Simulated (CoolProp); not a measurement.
A Linde-Hampson liquefier for methane: isothermal reversible compression at 280 K from 1 atm to 5 MPa, throttling to 1 atm, return gas leaving the recuperator 0 K below the feed. Each further row changes one setting.

Computed with CoolProp (reference Helmholtz-energy equation of state, Setzmann 1991).

```tsv
case	liquid yield per pass	compression work (kJ/kg of gas)
as stated	0.065	551
high pressure 10 MPa	0.134	636
warm-end temperature 310 K	0.049	615
warm-end gap 5 K	0.053	551
```
